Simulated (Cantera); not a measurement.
Feed: 1 mol CaCl2, 0.39 mol HCl, 3.6 mol H2, at 10000 Pa.

Method: chemical equilibrium by Gibbs-energy minimisation in Cantera with the NASA 1993 tables (ideal gas, pure condensed phases). Candidate condensed phases: Ca, CaCl2; 9 gas species. Equilibrium is a limit: real reactors are often held back by kinetics, nucleation or transport.

Which condensed phases are stable at each of these points (T (K)): 673, 773, 873, 973, 1073, 1173, 1273, 1373, 1473, 1573, 1673, 1773, 1873?


```
T (K)  condensed phases  Ca condensed (%)
-----  ----------------  ----------------
673            CaCl2(s)             100.0
773            CaCl2(s)             100.0
873            CaCl2(s)             100.0
973            CaCl2(s)             100.0
1073           CaCl2(l)             100.0
1173           CaCl2(l)             100.0
1273           CaCl2(l)              99.9
1373           CaCl2(l)              99.1
1473           CaCl2(l)              95.7
1573           CaCl2(l)              82.6
1673           CaCl2(l)              36.8
1773           gas only               0.0
1873           gas only               0.0
```

From 673 K to 973 K the condensed part is CaCl2(s). From 1073 K to 1673 K the condensed part is CaCl2(l). From 1773 K to 1873 K nothing is condensed.
